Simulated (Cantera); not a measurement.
Thermodynamics of boron, boron nitride and boron oxide, feed B2O3 + N2 + NH3

A closed system holds: 1 mol B2O3, 45 mol N2, 0.93 mol NH3, held at 0.0300 bar.

These are equilibrium values from Cantera (NASA tables, ideal gas, pure condensed phases), not measurements of a reactor. Candidate condensed phases: B, BN, B2O3, B3O3H3, H2O; 39 gas species. Mutual solubility and eutectic melting of coexisting phases are not modelled. The numbers say what is thermodynamically allowed, not how fast it happens.

From 650 °C to 1250 °C the condensed part is BN(s) + B2O3(l). From 1450 °C to 2050 °C nothing is condensed. The main B-bearing gas is HBO2 at 650 °C and B2O3 at 2050 °C.

| T (°C) | x N2 | x H2 | x B2O3 | x BO | x HBO2 | x H | x HBO | x H2O | n BN(s) | n B2O3(l) |
|---|---|---|---|---|---|---|---|---|---|---|
| 650 | 0.970 | 0.0297 | 2.03e-12 | <1e-12 | 2.49e-7 | 2.43e-10 | 1.26e-10 | 9.08e-5 | 0.00284 | 0.999 |
| 850 | 0.970 | 0.0297 | 2.06e-8 | 8.36e-12 | 1.36e-5 | 4.24e-8 | 1.13e-7 | 8.42e-5 | 0.00284 | 0.998 |
| 1050 | 0.970 | 0.0296 | 1.16e-5 | 2.28e-8 | 0.000204 | 1.57e-6 | 1.23e-5 | 7.67e-5 | 0.00539 | 0.992 |
| 1250 | 0.968 | 0.0287 | 0.00115 | 7.43e-6 | 0.00141 | 2.26e-5 | 0.000374 | 6.81e-5 | 0.0172 | 0.894 |
| 1450 | 0.950 | 0.0254 | 0.0161 | 0.000318 | 0.00474 | 0.000168 | 0.00247 | 8.84e-5 | 0 | 0 |
| 1650 | 0.949 | 0.0242 | 0.0148 | 0.00153 | 0.00585 | 0.000845 | 0.00279 | 0.000213 | 0 | 0 |
| 1850 | 0.946 | 0.0220 | 0.0128 | 0.00462 | 0.00731 | 0.00307 | 0.00255 | 0.000524 | 0 | 0 |
| 2050 | 0.941 | 0.0181 | 0.00990 | 0.00961 | 0.00861 | 0.00847 | 0.00187 | 0.00122 | 0 | 0 |
x: gas mole fraction; n: condensed amount in mol.
